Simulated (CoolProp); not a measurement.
A simple Rankine cycle with cyclopentane: condensing at 314.15 K, boiler at 0.749 MPa, turbine inlet 439.8 K, turbine efficiency 0.85, pump efficiency 0.6, no recuperator. Each further row changes one setting.

The numbers come from the reference Helmholtz-energy equation of state, Gedanitz 2015 in CoolProp.

| case | thermal efficiency (%) | net work (kJ/kg) | heat in (kJ/kg) | turbine exit temperature (K) | volume ratio over the turbine |
|---|---|---|---|---|---|
| as stated | 15.0 | 86.9 | 578 | 380.4 | 9.27 |
| turbine inlet 459.8 K | ? | 92.2 | ? | 401.6 | 9.23 |
| condensing temperature 306.15 K | 16.4 | 97.4 | 593 | 373.5 | 12.2 |
| boiler pressure 0.524 MPa | 13.0 | 75.7 | ? | ? | 6.44 |
| turbine efficiency 0.75 | 13.2 | 76.5 | 578 | ? | ? |

**Question.** What belongs in the gaps?

**Answer.** 
- turbine inlet 459.8 K, thermal efficiency (%): 14.9
- turbine inlet 459.8 K, heat in (kJ/kg): 619
- boiler pressure 0.524 MPa, heat in (kJ/kg): 584
- boiler pressure 0.524 MPa, turbine exit temperature (K): 391.0
- turbine efficiency 0.75, turbine exit temperature (K): 386.8
- turbine efficiency 0.75, volume ratio over the turbine: 9.43
